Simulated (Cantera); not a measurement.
## Reactions in the system Cu-F-O

Source: NASA polynomial tables (part measured, part estimated), evaluated in Cantera. Values are per mole of reaction as written; species without (g) are pure solids or liquids, kept so even where they would boil at 1 bar.

2 Cu2O + 4 F2(g) → O2(g) + 4 CuF2(g)

```csv
T (K),ΔH° (kJ),ΔS° (J/K),ΔG° (kJ),log10 K,condensed phases
300,-726.4,277.4,-809.6,140.97,Cu2O(s)
1400,-777.2,213.4,-1076.0,40.14,Cu2O(s)
1500,-784.7,208.2,-1097.1,38.20,Cu2O(s)
1600,-922.7,117.4,-1110.5,36.25,Cu2O(l)
1700,-931.2,112.2,-1122.0,34.47,Cu2O(l)
1800,-939.6,107.4,-1133.0,32.88,Cu2O(l)
```
